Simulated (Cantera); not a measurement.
Feed: 1 mol Si, 0.63 mol Br2, held at 502 °C and 1.90 Pa.

Equilibrium computed with Cantera from the NASA thermochemical tables; the gas is ideal and each condensed phase is pure. Candidate condensed phases: Br2, Si; 9 gas species. The tables' values for SiBr3 are old estimates; treat these amounts as uncertain. Rates play no part.

Base state: SiBr4 0.997, SiBr2 0.00206, SiBr3 0.000944 (mole fractions); condensed: Si(s).

What changes in the equilibrium state with this change: temperature from 502 °C to 1300 °C?


| species | before | after |
|---|---|---|
| SiBr2 | 0.00206 | 0.632 |
| Br | 2.84e-7 | 0.355 |
| SiBr | <1e-9 | 0.00961 |
| SiBr4 | 0.997 | 5.81e-6 |
| Si | <1e-9 | 0.00290 |
| Br2 | <1e-9 | 1.27e-5 |
| SiBr3 | 0.000944 | 0.000497 |
| Si(s), mol | 0.685 | 0.501 |
The tables' values for SiBr, SiBr3 are old estimates; treat these amounts as uncertain.

What changes in the equilibrium state with this change: pressure from 1.90 Pa to 90.0 Pa?


| species | before | after |
|---|---|---|
| SiBr4 | 0.997 | 0.999 |
| SiBr3 | 0.000944 | 0.000361 |
| SiBr2 | 0.00206 | 0.000300 |
| Si(s), mol | 0.685 | 0.685 |
